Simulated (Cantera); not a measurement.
Input: 1 mol Si, 0.88 mol F2, 25 mol H2, held at 10.0 mbar.

Cantera equilibrium calculation (NASA polynomials, part measured and part estimated; ideal gas, pure solids and liquids). Candidate condensed phases: Si; 25 gas species. The numbers say what is thermodynamically allowed, not how fast it happens.

Over these rows the condensed part is Si(s). Partial pressures as log10 of bar:

| T (K) | 1000/T (1/K) | log p HF | log p H2 | log p SiF4 |
|---|---|---|---|---|
| 1000 | 1.0000 | -6.62 | -2.01 | -3.79 |
| 1050 | 0.9524 | -6.30 | -2.01 | -3.80 |
| 1100 | 0.9091 | ? | -2.01 | -3.80 |
| 1150 | 0.8696 | -5.75 | -2.01 | -3.81 |
| 1200 | 0.8333 | -5.51 | -2.01 | -3.82 |
| 1250 | 0.8000 | -5.29 | -2.01 | -3.83 |

Task: Fit log p(HF) = a + b·(1000/T) to the five rows, give the apparent enthalpy, and predict the row at 1100 K.

Result: Means: 1000/T = 0.8911, log p = -5.894. Sxy = -0.184265, Sxx = 0.0277192, so b = -6.65 and a = -5.894 − (-6.65)×0.8911 = 0.03.
Apparent enthalpy: −19.145 × (-6.65) = 127 kJ/mol. With the condensed phases at unit activity, 1/2 H2(g) + 1/4 SiF4(g) = HF(g) + 1/4 Si(s) links this pressure to the main gases: over the six rows their terms move log p by -0.01 in all, so the slope is close to that reaction's ΔH°. The five rows lie within 0.01 of the line.
Prediction at 1100 K: 0.03 + (-6.65)×0.9091 = -6.02. The computed value is -6.01, 0.01 from the line.
